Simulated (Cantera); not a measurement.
A closed system holds: 1 mol CH3F, 1.2 mol CH4, 7.3 mol H2, equilibrated at 1473.15 K and 0.0133 bar.

Equilibrium computed with Cantera from the NASA thermochemical tables; the gas is ideal and each condensed phase is pure. Candidate condensed phases: C, C6H6, C7H8, C8H18; 95 gas species. The numbers say what is thermodynamically allowed, not how fast it happens.

Task: What is the equilibrium state?

Result: 
| Quantity | Value |
|---|---|
| x(H2) | 0.914 |
| x(HF) | 0.0855 |
| x(H) | 0.000105 |
| x(CH4) | 3.27e-5 |
| x(C2H2 (acetylene)) | 5.96e-6 |
| n(C(graphite)) | 2.20 mol |
| gas amount | 11.70 mol |
